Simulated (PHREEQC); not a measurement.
A solution holds 0.0025 mol RbOH per kg of water, at 25 °C. Closed to the air; pH follows from the charge balance.

The numbers come from PHREEQC with the ion-association model, wateq4f.dat.

```json
[
 {"quantity": "pH", "before": "11.37", "after": "7.03"},
 {"quantity": "ionic strength (mol/kgw)", "before": "0.00250", "after": "0.00750"}
]
```

**Question.** Name the change that produced these shifts.
A. 0.00012 mol/kgw HNO3 added
B. RbOH replaced by Rb2SO4 at the same molality
C. diluted 100-fold with water
D. 0.0002 mol/kgw NaHCO3 added
E. temperature from 25 to 80 °C

**Answer.** B, RbOH replaced by Rb2SO4 at the same molality

This is a speciation only: nothing precipitates in the calculation.
